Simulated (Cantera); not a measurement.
Cantera run, input and output.

```python
import numpy as np
import cantera as ct

gas = ct.Solution("gri30.yaml", transport_model="mixture-averaged")
show = ['H', 'C2H2', 'CO2']

rows = []
print(f"{'T/K':>7s}{'rho':>11s}{'cp':>10s}{'mu':>11s}{'lambda':>11s}{'Pr':>7s}" + "".join(f"{'D_' + s:>11s}" for s in show))
for T in [400, 600, 800, 1000, 1200, 1400]:
    gas.TPX = T, 10, {'CH4': 0.91, 'CH3OH': 0.084, 'H2O': 0.33, 'C2H2': 0.23}
    Pr = gas.cp_mass * gas.viscosity / gas.thermal_conductivity
    D = [gas.mix_diff_coeffs_mole[gas.species_index(s)] for s in show]
    rows.append([gas.density, gas.cp_mass, gas.viscosity, gas.thermal_conductivity, Pr, *D])
    print(f"{T:7g}{gas.density:11.4e}{gas.cp_mass:10.1f}{gas.viscosity:11.4e}"
          f"{gas.thermal_conductivity:11.4e}{Pr:7.3f}" + "".join(f"{d:11.4e}" for d in D))
print("SI units: kg/m3, J/kg/K, Pa s, W/m/K, m2/s")
```

Result:

```
    T/K        rho        cp         mu     lambda     Pr        D_H     D_C2H2      D_CO2
    400 5.6546e-05    2192.4 1.4144e-05 4.3579e-02  0.712 1.8930e+00 2.9550e-01 2.7222e-01
    600 3.7697e-05    2702.9 1.9879e-05 7.4581e-02  0.720 3.9023e+00 6.1860e-01 5.7387e-01
    800 2.8273e-05    3158.8 2.4965e-05 1.0852e-01  0.727 6.4283e+00 1.0276e+00 9.5718e-01
   1000 2.2618e-05    3550.8 2.9588e-05 1.4334e-01  0.733 9.4117e+00 1.5121e+00 1.4120e+00
   1200 1.8849e-05    3873.3 3.3861e-05 1.7805e-01  0.737 1.2814e+01 2.0652e+00 1.9316e+00
   1400 1.6156e-05    4137.4 3.7861e-05 2.1211e-01  0.739 1.6606e+01 2.6821e+00 2.5114e+00
SI units: kg/m3, J/kg/K, Pa s, W/m/K, m2/s
```

Cantera simulation using GRI-Mech 3.0 (53 species, 325 reactions); the numbers are that mechanism's predictions, not measurements. Polar gases are described roughly by these parameters. The composition is frozen, though it would react at the higher temperatures.
